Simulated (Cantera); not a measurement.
An isothermal, constant-pressure homogeneous reactor starts with C₂H₆ : N₂ = 1 : 94 (molar parts), at 1875 K and 1.01 bar. Integrator tolerance rtol = 1e-08.

Model: GRI-Mech 3.0 (53 species, 325 reactions), integrated in Cantera. GRI-Mech 3.0 stops at C3 and has no aromatics, soot or wall deposition, so with more carbon than oxygen in the feed, carbon stays in small species such as C2H2 where larger ones or solid carbon would form.

Question: What does this change do: N2 94 to 620 parts?

Answer: 
```tsv
quantity	before	after
x(C₂H₆) at 1.00 s	4.49e-11 (gas-phase equilibrium 4.86e-12)	<1e-12 (gas-phase equilibrium <1e-12)
x(C₂H₂) at 1.00 s	0.0103 (gas-phase equilibrium 0.000893)	0.00154 (gas-phase equilibrium 2.43e-5)
x(C₂H) at 1.00 s	5.56e-7 (gas-phase equilibrium 4.84e-8)	2.12e-7 (gas-phase equilibrium 3.35e-9)
x(HCN) at 1.00 s	8.21e-5 (gas-phase equilibrium 0.0188)	0.000122 (gas-phase equilibrium 0.00316)
x(C₂H₄) at 1.00 s	3.01e-6 (gas-phase equilibrium 2.63e-7)	7.04e-8 (gas-phase equilibrium 1.11e-9)
x(CH₂) at 1.00 s	4.44e-9 (gas-phase equilibrium 1.51e-9)	6.41e-10 (gas-phase equilibrium 9.79e-11)
x(H₂) at 1.00 s	0.0205 (gas-phase equilibrium 0.0206)	0.00319 (gas-phase equilibrium 0.00319)
```
